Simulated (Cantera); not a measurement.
Feed: 1 mol CH3SiCl3, 0.013 mol C3H8, 23 mol H2, held at 13.3 mbar.

Equilibrium computed with Cantera from the NASA thermochemical tables; the gas is ideal and each condensed phase is pure. Candidate condensed phases: C, C6H6, C7H8, C8H18, Si, SiC; 109 gas species. The feed counts by its element totals alone. Gases not in the tables: Si2H6 and higher silanes. Rates play no part.

Which condensed phases are stable at each of these points (T (K)): 1473, 1573, 1673, 1773, 1873, 1973, 2073, 2173, 2273, 2373, 2473?


```
T (K)      condensed phases  Si condensed (%)
-----  --------------------  ----------------
1473   C(graphite) + SiC(s)              99.2
1573   C(graphite) + SiC(s)              98.7
1673   C(graphite) + SiC(s)              98.1
1773   C(graphite) + SiC(s)              97.4
1873   C(graphite) + SiC(s)              96.4
1973   C(graphite) + SiC(s)              95.0
2073   C(graphite) + SiC(s)              92.4
2173   C(graphite) + SiC(s)              85.3
2273   C(graphite) + SiC(s)              63.6
2373            C(graphite)               0.0
2473            C(graphite)               0.0
```

From 1473 K to 2273 K the condensed part is C(graphite) + SiC(s). From 2373 K to 2473 K the condensed part is C(graphite).
